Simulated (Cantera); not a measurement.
Source: NASA polynomial tables (part measured, part estimated), evaluated in Cantera. Values are per mole of reaction as written; species without (g) are pure solids or liquids, kept so even where they would boil at 1 bar.

NO(g) + V₂O₄ + 3 H(g) → NH₃(g) + V₂O₅

| T (K) | ΔH° (kJ) | ΔS° (J/K) | ΔG° (kJ) | log10 K | condensed phases |
|---|---|---|---|---|---|
| 900 | -941.4 | -396.5 | -584.5 | 33.92 | V₂O₄(s), V₂O₅(s) |
| 1000 | (withheld) | (withheld) | (withheld) | (withheld) | V₂O₄(s), V₂O₅(l) |
| 1100 | -879.2 | -330.5 | -515.7 | 24.49 | V₂O₄(s), V₂O₅(l) |
| 1200 | -880.3 | -331.4 | -482.6 | 21.01 | V₂O₄(s), V₂O₅(l) |
| 1300 | -881.5 | -332.3 | -449.4 | 18.06 | V₂O₄(s), V₂O₅(l) |
| 1400 | (withheld) | (withheld) | (withheld) | (withheld) | V₂O₄(s), V₂O₅(l) |
| 1500 | -883.9 | -334.1 | -382.8 | 13.33 | V₂O₄(s), V₂O₅(l) |
| 1600 | -885.2 | -334.9 | -349.3 | 11.40 | V₂O₄(s), V₂O₅(l) |
| 1700 | -886.6 | -335.8 | -315.8 | 9.70 | V₂O₄(s), V₂O₅(l) |
| 1800 | -888.1 | -336.7 | -282.1 | 8.19 | V₂O₄(s), V₂O₅(l) |
| 1900 | -1004.6 | -400.7 | -243.3 | 6.69 | V₂O₄(l), V₂O₅(l) |

Question: What belongs in the gaps?

Answer: 
- 1000, ΔH° (kJ): -878.2
- 1000, ΔS° (J/K): -329.5
- 1000, ΔG° (kJ): -548.7
- 1000, log10 K: 28.66
- 1400, ΔH° (kJ): -882.6
- 1400, ΔS° (J/K): -333.2
- 1400, ΔG° (kJ): -416.1
- 1400, log10 K: 15.53
